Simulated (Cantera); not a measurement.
# Silicon epitaxy and polysilicon growth: SiH₂Cl₂ + Cl₂ + H₂

A closed system holds: 1 mol SiH₂Cl₂, 0.11 mol Cl₂, 6.4 mol H₂, equilibrated at 0.450 bar.

Method: chemical equilibrium by Gibbs-energy minimisation in Cantera with the NASA 1993 tables (ideal gas, pure condensed phases). Candidate condensed phases: Si; 19 gas species. The tables' values for SiCl₃ are old estimates; treat these amounts as uncertain. Rates play no part.

From 1050 K to 1450 K the condensed part is Si(s). The main Si-bearing gas is SiCl₄ at 1050 K and SiCl₂ at 1450 K.

```tsv
T (K)	x H₂	x HCl	x SiCl₄	x SiCl₂	x SiHCl₃	x SiCl₃	x SiH₂Cl₂	n Si(s)
1050	0.910	0.0173	0.0451	0.000613	0.0246	0.00124	0.00154	0.419
1100	0.904	0.0245	0.0431	0.00136	0.0234	0.00205	0.00152	0.432
1150	0.897	0.0335	0.0402	0.00276	0.0218	0.00318	0.00149	0.445
1200	0.888	0.0442	0.0364	0.00518	0.0199	0.00464	0.00143	0.458
1250	0.878	0.0561	0.0316	0.00902	0.0176	0.00631	0.00133	0.468
1300	0.867	0.0687	0.0260	0.0145	0.0149	0.00798	0.00121	0.474
1350	0.855	0.0811	0.0200	0.0216	0.0121	0.00932	0.00106	0.474
1400	0.843	0.0923	0.0143	0.0298	0.00922	0.0100	0.000896	0.469
1450	0.834	0.102	0.00938	0.0382	0.00664	0.00990	0.000727	0.460
```
x: gas mole fraction; n: condensed amount in mol.
